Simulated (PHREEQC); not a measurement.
1 kg of water holding 0.023 mol Na2SO4, 0.56 mol NaOH and 0.16 mol NaCl is evaporated at 30 °C; the solids stay in contact with the brine. CO2 from the air is kept out. Only these solids could form: Halite, Mirabilite, Thenardite.

Model: Pitzer model, pitzer.dat, run in PHREEQC.

| water left (kg) | ionic strength | water activity | Halite (mol) | Thenardite (mol) | S in solution (mol/kgw) |
|---|---|---|---|---|---|
| 1 | 0.789 | 0.975 | 0 | 0 | 0.0230 |
| 0.6755 | [?] | 0.963 | 0 | 0 | 0.0340 |
| 0.4563 | 1.73 | 0.945 | 0 | 0 | 0.0504 |
| 0.3082 | 2.56 | 0.916 | 0 | 0 | 0.0746 |
| 0.2082 | [?] | 0.868 | 0 | 0 | 0.110 |
| 0.1156 | 6.82 | [?] | 0 | 0 | [?] |
| 0.07809 | 9.79 | 0.571 | 0 | 0.00813 | 0.190 |
| 0.05275 | 12.2 | 0.397 | 0.0826 | 0.0204 | 0.0487 |
| 0.03564 | 16.2 | 0.175 | 0.145 | 0.0228 | 0.00497 |

**Question.** What belongs in the gaps?

**Answer.** 
- 0.6755, ionic strength: 1.17
- 0.2082, ionic strength: 3.79
- 0.1156, water activity: 0.732
- 0.1156, S in solution (mol/kgw): 0.199
